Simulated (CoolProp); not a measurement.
Vapour-liquid equilibrium of R125 (1) + R152A (2) at 3.59 kPa; x and y are mole fractions of (1).

Values from CoolProp's multi-fluid Helmholtz-energy mixture model, Lemmon 2005 and Outcalt 1996; pair parameters Bell 2016.

```csv
x,bubble temperature (°C),y at the bubble point,dew temperature at overall composition x (°C),liquid density (mol/L)
0.05,-82.1,0.197,-80.5,16.83
0.2,-86.4,0.525,-82.1,16.36
0.35,-89.4,0.701,-83.9,15.89
0.5,-91.9,0.816,-86.0,15.44
0.65,-94.1,0.898,-88.5,15.00
0.8,-96.1,0.955,-91.5,14.58
0.95,-97.8,0.992,-95.9,14.16
```

No azeotrope shows between x = 0.05 and 0.95.

The pair parameters rest on a limited set of measurements; away from them the model extrapolates. The gap from Raoult's law changes sign with composition, which may be real or a fault of the pair parameters; it wasn't checked against measurements.
